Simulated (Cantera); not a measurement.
An adiabatic, constant-pressure homogeneous reactor starts with 8.82 % CH3OH, 19.1 % O2, 72.0 % N2, at 1623 K and 4.93 atm.

Cantera simulation using GRI-Mech 3.0 (53 species, 325 reactions); the numbers are that mechanism's predictions, not measurements. GRI-Mech 3.0 was tuned for natural gas; its chemistry of methanol as a main component is partial and can be far from experiment.

Problem. Predict: time of steepest temperature rise; temperature at 7.00 s; equilibrium temperature; x(O2) at 7.00 s; x(H2O) at 7.00 s.

Solution. 
```
Property                                                          Result
---------------------------------  -------------------------------------
time of steepest temperature rise                                22.7 µs
temperature at 7.00 s                                             2733 K
equilibrium temperature                                           2733 K
x(O2) at 7.00 s                    0.0522 (gas-phase equilibrium 0.0522)
x(H2O) at 7.00 s                     0.152 (gas-phase equilibrium 0.152)
```
